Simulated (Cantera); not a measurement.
Feed: 1 mol CO₂, 0.068 mol H₂O, equilibrated at 2973.15 K and 13.0 mbar.

Method: chemical equilibrium by Gibbs-energy minimisation in Cantera with the NASA 1993 tables (ideal gas, pure condensed phases). Candidate condensed phases: C, C₆H₆, C₇H₈, C₈H₁₈, H₂O; 110 gas species. Equilibrium is a limit: real reactors are often held back by kinetics, nucleation or transport.

Base state: CO 0.478, O 0.291, O₂ 0.103, CO₂ 0.0582, H 0.0516, OH 0.0150, H₂ 0.00164, H₂O 0.00147 (mole fractions); condensed: gas only.

### Question
What changes in the equilibrium state with this change: temperature from 2973.15 K to 2223 K?

### Answer
| species | before | after |
|---|---|---|
| CO₂ | 0.0582 | 0.697 |
| CO | 0.478 | 0.158 |
| O₂ | 0.103 | 0.0746 |
| O | 0.291 | 0.00748 |
| H₂O | 0.00147 | 0.0502 |
| H | 0.0516 | 0.00259 |
| OH | 0.0150 | 0.00885 |
| H₂ | 0.00164 | 0.00212 |
